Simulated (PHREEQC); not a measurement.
Dissolve 0.0038 mol HBr, 0.00017 mol ZnSO4 and 0.0015 mol MgCl2 per kg of water at 20 °C. Closed to the air; pH follows from the charge balance.

Computed with PHREEQC (ion-association model, phreeqc.dat).

Each row changes one thing in this solution. Precipitation was switched off in this run.

```csv
case,pH,SO4-2 (mol/kgw),HSO4- (mol/kgw),MgSO4 (mol/kgw),ZnSO4 (mol/kgw),ZnCl+ (mol/kgw)
as made,2.46,0.000122,2.79e-5,1.76e-5,2.15e-6,7.36e-7
diluted 100-fold with water,4.42,1.69e-6,5.37e-9,4.78e-9,5.93e-10,1.05e-10
MgCl2 from 0.0015 to 0.0075 mol/kgw,2.48,0.000102,1.89e-5,4.78e-5,1.14e-6,2.93e-6
HBr from 0.0038 to 0.0057 mol/kgw,2.29,0.000115,3.80e-5,1.54e-5,1.89e-6,7.14e-7
HBr from 0.0038 to 0.00342 mol/kgw,2.51,0.000124,2.56e-5,1.81e-5,2.21e-6,7.42e-7
HBr left out,6.46,0.000143,3.46e-9,2.40e-5,2.95e-6,7.95e-7
temperature from 20 to 15 °C,2.46,0.000126,2.60e-5,1.59e-5,2.14e-6,5.86e-7
temperature from 20 to 60 °C,2.47,8.74e-5,5.06e-5,3.01e-5,1.90e-6,3.51e-6
```

Complexes and solids missing from the database can't appear. At this temperature some constants are extrapolated from 25 °C, and those without enthalpy data are left unchanged.
